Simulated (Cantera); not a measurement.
Equilibrium for silicates and aluminates: SiO₂ + Al₂O₃ + H₂O + N₂

A closed system holds: 1 mol SiO₂, 0.39 mol Al₂O₃, 0.18 mol H₂O, 0.0019 mol N₂, equilibrated at 74.0 mbar.

Cantera equilibrium calculation (NASA polynomials, part measured and part estimated; ideal gas, pure solids and liquids). Candidate condensed phases: Al, AlN, Al₂O₃, Al₂SiO₅, Al₆Si₂O₁₃, H₂O, Si, SiO₂, Si₂N₂O, Si₃N₄; 46 gas species. Mutual solubility and eutectic melting of coexisting phases are not modelled. The tables hold silica as quartz up to 1696 K and as liquid above; real silica turns to tridymite and cristobalite and melts near 1996 K. Condensed phases not in the tables: alloys, solid solutions and most ternary compounds. Gases not in the tables: Si(OH)₄. Kinetics and transport are ignored.

From 1150 K to 1225 K the condensed part is Al₂SiO₅(andalusite) + SiO₂(β-quartz). From 1300 K to 1675 K the condensed part is Al₆Si₂O₁₃(mullite) + SiO₂(β-quartz). From 1750 K to 1975 K the condensed part is Al₆Si₂O₁₃(mullite) + SiO₂(condensed). At 2050 K the condensed part is Al₆Si₂O₁₃(mullite) + SiO₂(l).

```json
[
 {"T (K)": "1150", "x H₂O": "0.990", "x H₂": "8.00e-6", "x N₂": "0.0104", "x O₂": "3.82e-6", "x OH": "5.80e-7", "x H": "7.76e-10", "x O": "5.97e-11", "n Al₂SiO₅(andalusite)": "0.390", "n SiO₂(β-quartz)": "0.610", "n Al₆Si₂O₁₃(mullite)": "0", "n SiO₂(condensed)": "0", "n SiO₂(l)": "0"},
 {"T (K)": "1225", "x H₂O": "0.990", "x H₂": "2.32e-5", "x N₂": "0.0104", "x O₂": "1.10e-5", "x OH": "2.14e-6", "x H": "5.52e-9", "x O": "5.12e-10", "n Al₂SiO₅(andalusite)": "0.390", "n SiO₂(β-quartz)": "0.610", "n Al₆Si₂O₁₃(mullite)": "0", "n SiO₂(condensed)": "0", "n SiO₂(l)": "0"},
 {"T (K)": "1300", "x H₂O": "0.989", "x H₂": "5.97e-5", "x N₂": "0.0104", "x O₂": "2.79e-5", "x OH": "6.80e-6", "x H": "3.14e-8", "x O": "3.44e-9", "n Al₂SiO₅(andalusite)": "0", "n SiO₂(β-quartz)": "0.740", "n Al₆Si₂O₁₃(mullite)": "0.130", "n SiO₂(condensed)": "0", "n SiO₂(l)": "0"},
 {"T (K)": "1375", "x H₂O": "0.989", "x H₂": "0.000139", "x N₂": "0.0104", "x O₂": "6.41e-5", "x OH": "1.90e-5", "x H": "1.48e-7", "x O": "1.87e-8", "n Al₂SiO₅(andalusite)": "0", "n SiO₂(β-quartz)": "0.740", "n Al₆Si₂O₁₃(mullite)": "0.130", "n SiO₂(condensed)": "0", "n SiO₂(l)": "0"},
 {"T (K)": "1450", "x H₂O": "0.989", "x H₂": "0.000296", "x N₂": "0.0104", "x O₂": "0.000135", "x OH": "4.79e-5", "x H": "5.99e-7", "x O": "8.58e-8", "n Al₂SiO₅(andalusite)": "0", "n SiO₂(β-quartz)": "0.740", "n Al₆Si₂O₁₃(mullite)": "0.130", "n SiO₂(condensed)": "0", "n SiO₂(l)": "0"},
 {"T (K)": "1525", "x H₂O": "0.989", "x H₂": "0.000588", "x N₂": "0.0104", "x O₂": "0.000264", "x OH": "0.000110", "x H": "2.11e-6", "x O": "3.38e-7", "n Al₂SiO₅(andalusite)": "0", "n SiO₂(β-quartz)": "0.740", "n Al₆Si₂O₁₃(mullite)": "0.130", "n SiO₂(condensed)": "0", "n SiO₂(l)": "0"},
 {"T (K)": "1600", "x H₂O": "0.988", "x H₂": "0.00109", "x N₂": "0.0104", "x O₂": "0.000484", "x OH": "0.000234", "x H": "6.61e-6", "x O": "1.17e-6", "n Al₂SiO₅(andalusite)": "0", "n SiO₂(β-quartz)": "0.740", "n Al₆Si₂O₁₃(mullite)": "0.130", "n SiO₂(condensed)": "0", "n SiO₂(l)": "0"},
 {"T (K)": "1675", "x H₂O": "0.986", "x H₂": "0.00193", "x N₂": "0.0104", "x O₂": "0.000841", "x OH": "0.000464", "x H": "1.87e-5", "x O": "3.64e-6", "n Al₂SiO₅(andalusite)": "0", "n SiO₂(β-quartz)": "0.740", "n Al₆Si₂O₁₃(mullite)": "0.130", "n SiO₂(condensed)": "0", "n SiO₂(l)": "0"},
 {"T (K)": "1750", "x H₂O": "0.984", "x H₂": "0.00324", "x N₂": "0.0104", "x O₂": "0.00139", "x OH": "0.000867", "x H": "4.86e-5", "x O": "1.03e-5", "n Al₂SiO₅(andalusite)": "0", "n SiO₂(β-quartz)": "0", "n Al₆Si₂O₁₃(mullite)": "0.130", "n SiO₂(condensed)": "0.740", "n SiO₂(l)": "0"},
 {"T (K)": "1825", "x H₂O": "0.980", "x H₂": "0.00520", "x N₂": "0.0104", "x O₂": "0.00221", "x OH": "0.00154", "x H": "0.000117", "x O": "2.65e-5", "n Al₂SiO₅(andalusite)": "0", "n SiO₂(β-quartz)": "0", "n Al₆Si₂O₁₃(mullite)": "0.130", "n SiO₂(condensed)": "0.740", "n SiO₂(l)": "0"},
 {"T (K)": "1900", "x H₂O": "0.975", "x H₂": "0.00805", "x N₂": "0.0104", "x O₂": "0.00337", "x OH": "0.00260", "x H": "0.000262", "x O": "6.36e-5", "n Al₂SiO₅(andalusite)": "0", "n SiO₂(β-quartz)": "0", "n Al₆Si₂O₁₃(mullite)": "0.130", "n SiO₂(condensed)": "0.740", "n SiO₂(l)": "0"},
 {"T (K)": "1975", "x H₂O": "0.968", "x H₂": "0.0120", "x N₂": "0.0103", "x O₂": "0.00496", "x OH": "0.00423", "x H": "0.000552", "x O": "0.000143", "n Al₂SiO₅(andalusite)": "0", "n SiO₂(β-quartz)": "0", "n Al₆Si₂O₁₃(mullite)": "0.130", "n SiO₂(condensed)": "0.740", "n SiO₂(l)": "0"},
 {"T (K)": "2050", "x H₂O": "0.957", "x H₂": "0.0174", "x N₂": "0.0102", "x O₂": "0.00710", "x OH": "0.00661", "x H": "0.00110", "x O": "0.000302", "n Al₂SiO₅(andalusite)": "0", "n SiO₂(β-quartz)": "0", "n Al₆Si₂O₁₃(mullite)": "0.130", "n SiO₂(condensed)": "0", "n SiO₂(l)": "0.740"}
]
```
x: gas mole fraction; n: condensed amount in mol.
